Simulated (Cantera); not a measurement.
What does this Cantera script print?

```python
import numpy as np
import cantera as ct

gas_names = """
    H HO2 H2 H2O H2O2 O OH O2 O3 Zr ZrO ZrO2
""".split()
cond_names = """
    H2O(s) H2O(L) Zr(a) Zr(b) Zr(L) ZrO2(a) ZrO2(b) ZrO2(L)
""".split()


def load(file, names, dense=False):
    # The tables refer to 1 bar. Condensed volumes are neglected.
    table = {s.name: s for s in ct.Species.list_from_file(file)}
    out = []
    for n in names:
        d = dict(table[n].input_data)
        d["thermo"] = dict(d["thermo"], **{"reference-pressure": 1e5})
        if dense:
            d["equation-of-state"] = {"model": "constant-volume", "density": "1e6 g/cm^3"}
        out.append(ct.Species.from_dict(d))
    return out


gas = ct.Solution(thermo="ideal-gas", species=load("nasa_gas.yaml", gas_names))
cond = {s.name: ct.Solution(thermo="fixed-stoichiometry", species=[s], name=s.name)
        for s in load("nasa_condensed.yaml", cond_names, dense=True)}
atoms = {
    'Zr': {'Zr': 1},
    'H2O': {'H': 2, 'O': 1},
}
top_T = {}  # K; cautious upper limits of use, not melting points


def equilibrate(T, P, feed):
    n = {}
    for name, mol in feed.items():
        for a, k in atoms[name].items():
            n[a] = n.get(a, 0.0) + k * mol
    gas.TPX = T, P, n
    mass = sum(n.values()) * gas.mean_molecular_weight
    gas.equilibrate("TP")
    valid = [c for c in cond.values() if c.min_temp <= T <= top_T.get(c.name, c.max_temp)]
    mix = ct.Mixture([(gas, mass / gas.mean_molecular_weight)] + [(c, 0.0) for c in valid])
    mix.T, mix.P = T, P
    mix.equilibrate("TP", solver="vcs", rtol=1e-11, max_steps=5000)
    return mix


results = []
feed = {'Zr': 1, 'H2O': 0.04}  # mol
P = 10000  # Pa
for T in [1673, 1773, 1873, 1973, 2073, 2173, 2273, 2373, 2473, 2573, 2673, 2773, 2873]:
    mix = equilibrate(T, P, feed)
    results.append((T, P, feed, dict(zip(mix.species_names, mix.species_moles))))

top = {s: max(r[3][s] / sum(r[3][g] for g in gas_names) for r in results) for s in gas_names}
cols = sorted((s for s in top if top[s] > 0.001), key=lambda s: -top[s])[:5]
seen = [c for c in cond_names if any(r[3].get(c, 0) > 1e-12 for r in results)]
print("log10 of partial pressures in bar; condensed amounts in mol")
print(f"{'T/K':>10s}" + "".join(f"{s[:9]:>10s}" for s in cols + seen))
for T, P, feed, n in results:
    ng = sum(n[g] for g in gas_names)
    print(f"{T:10.4g}" + "".join(f"{np.log10(max(n[s] / ng * P / 1e5, 1e-99)):10.3f}" for s in cols)
          + "".join(f"{n.get(c, 0):10.4g}" for c in seen))
```

Result:

```
log10 of partial pressures in bar; condensed amounts in mol
       T/K        H2         H       ZrO        Zr     Zr(b)     Zr(L)   ZrO2(b)
      1673    -1.000    -4.444   -10.428   -11.686      0.98         0      0.02
      1773    -1.000    -4.046    -9.342   -10.624      0.98         0      0.02
      1873    -1.001    -3.691    -8.373    -9.676      0.98         0      0.02
      1973    -1.002    -3.371    -7.505    -8.825      0.98         0      0.02
      2073    -1.004    -3.082    -6.722    -8.057      0.98         0      0.02
      2173    -1.007    -2.820    -6.019    -7.371         0      0.98      0.02
      2273    -1.012    -2.581    -5.385    -6.759         0      0.98      0.02
      2373    -1.019    -2.365    -4.807    -6.200         0      0.98      0.02
      2473    -1.031    -2.167    -4.277    -5.686         0      0.98   0.01999
      2573    -1.048    -1.988    -3.789    -5.214         0      0.98   0.01996
      2673    -1.073    -1.827    -3.340    -4.778         0    0.9799    0.0199
      2773    -1.108    -1.683    -2.924    -4.374         0    0.9797   0.01972
      2873    -1.159    -1.558    -2.538    -3.998         0    0.9793   0.01928
```

Equilibrium computed with Cantera from the NASA thermochemical tables; the gas is ideal and each condensed phase is pure. Mutual solubility and eutectic melting of coexisting phases are not modelled. Condensed phases not in the tables: N, O or C dissolved in the metal.
